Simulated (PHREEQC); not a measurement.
Solution (20 °C): 0.0084 mol/kgw Na2HAsO4. Closed to the air; pH follows from the charge balance.

The numbers come from PHREEQC with the ion-association model, wateq4f.dat.

Precipitation was switched off in this run.

Question: Estimate the pH, ionic strength.

Answer: pH 9.13; ionic strength 0.0252 mol/kgw.
